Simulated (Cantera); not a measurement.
A perfectly stirred reactor is fed with CH4 : H2 : O2 : N2 = 1 : 0.68 : 2.75 : 10.4 (molar parts), equivalence ratio 0.85, at 0.790 bar; it is adiabatic with a 625 K inlet, and is followed from long to short residence time, starting on the burning branch (τ in s: 0.045, 0.018, 0.0069, 0.0027, 0.001, 0.0004, 0.00016, 6.1e-05, 2.4e-05).

Computed with Cantera and GRI-Mech 3.0 (53 species, 325 reactions).

**Question.** Predict: blow-out, bracketed by the residence times tried; x(CH4) at τ = 45.0 ms; x(H2) at τ = 45.0 ms; x(O2) at τ = 45.0 ms; x(HCN) at τ = 45.0 ms; x(CH2O) at τ = 45.0 ms; x(CH4) at τ = 1.00 ms; x(H2) at τ = 1.00 ms; x(O2) at τ = 1.00 ms; x(HCN) at τ = 1.00 ms; x(CH2O) at τ = 1.00 ms.

**Answer.** 
| Item | Value |
|---|---|
| blow-out, bracketed by the residence times tried | burning at 61.0 µs, out at 24.0 µs |
| x(CH4) at τ = 45.0 ms | 3.74e-6 |
| x(H2) at τ = 45.0 ms | 0.00281 |
| x(O2) at τ = 45.0 ms | 0.0295 |
| x(HCN) at τ = 45.0 ms | 1.69e-7 |
| x(CH2O) at τ = 45.0 ms | 6.70e-7 |
| x(CH4) at τ = 1.00 ms | 6.86e-5 |
| x(H2) at τ = 1.00 ms | 0.00958 |
| x(O2) at τ = 1.00 ms | 0.0370 |
| x(HCN) at τ = 1.00 ms | 2.64e-7 |
| x(CH2O) at τ = 1.00 ms | 1.03e-5 |
